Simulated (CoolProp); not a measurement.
Properties of R11 along the isotherm 226.85 °C (Tc = 198.0 °C, pc = 44.08 bar, ω = 0.189).

Model: reference Helmholtz-energy equation of state, Jacobsen 1992, in CoolProp.

```
p (bar)          phase  density (kg/m³)  cp (kJ/(kg K))  isothermal compressibility (1/MPa)  conductivity (mW/(m K))
-------  -------------  ---------------  --------------  ----------------------------------  -----------------------
15.7               gas            58.02          0.7325                              0.7190                     17.3
31.5               gas            136.0          0.8390                              0.4374                     18.8
47.2     supercritical            261.9           1.181                              0.4290                     23.3
63       supercritical            554.9           2.281                              0.3990                     34.4
78.7     supercritical            767.6           1.548                             0.09647                     38.9
94.4     supercritical            851.3           1.292                             0.04654                     42.0
110      supercritical            902.2           1.185                             0.03025               (withheld)
126      supercritical            940.3           1.123                             0.02220                     46.6
142      supercritical            970.3           1.082                             0.01754                     48.4
157      supercritical            993.9           1.055                             0.01467                     49.9
173      supercritical             1016           1.033                             0.01251               (withheld)
189      supercritical             1035           1.016                          (withheld)                     52.7
205      supercritical             1052           1.002                            0.009683                     54.0
220      supercritical             1067          0.9913                            0.008765                     55.0
```

**Question.** What belongs in the gaps?

**Answer.** 
- 110, conductivity (mW/(m K)): 44.5
- 173, conductivity (mW/(m K)): 51.4
- 189, isothermal compressibility (1/MPa): 0.01091

The peak of cp marks the crossing from liquid-like to gas-like fluid above the critical point.

Thermal conductivity comes from a separate model (McLinden 2000), an estimate that may be off by 10 % or more.
